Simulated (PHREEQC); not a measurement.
Consider water at 25 °C with 0.0016 mol/kgw HF, 0.029 mol/kgw NaF and 0.014 mol/kgw HCl. Closed to the air; pH follows from the charge balance.

Computed with PHREEQC (ion-association model, phreeqc.dat).

Each row changes one thing in this solution. This is a speciation only: nothing precipitates in the calculation.

```tsv
case	pH	ionic strength (mol/kgw)	F- (mol/kgw)	HF (mol/kgw)	HF2- (mol/kgw)
as made	3.13	0.0297	0.0149	0.0140	0.000797
HF from 0.0016 to 0.008 mol/kgw	2.98	0.0300	0.0149	0.0197	0.00112
NaF replaced by (NH4)2SiF6 at the same molality	1.96	0.0996	0.000400	0.00486	7.43e-6
HCl from 0.014 to 0.07 mol/kgw	1.46	0.0708	0.000728	0.0297	8.29e-5
NaF left out	1.90	0.0141	8.98e-5	0.00151	5.20e-7
```

Some of these states are supersaturated (in Quartz (slow to form), Chalcedony (slow to form), for instance). SiF6-2 is the database's only silicon fluoride.
